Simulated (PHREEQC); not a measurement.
Synthetic water in mmol/kgw, 25 °C, pH 2.07:

```csv
constituent,mmol/kgw
Na,91
K,2.71
Ca,3.45
Mg,13.4
Cl,29.5
S(6),58.9
```

Valence states are taken as typed.

The numbers come from PHREEQC with the Pitzer model, pitzer.dat.

No solid was allowed to form.

**Question.** Estimate the ionic strength, charge-balance error, specific conductance.

**Answer.** ionic strength 0.202 mol/kgw; charge-balance error 1.4 %; specific conductance 15100 µS/cm.

**Question.** In which forms is S present?

**Answer.** SO4-2 80 %, HSO4- 20 % of the S.
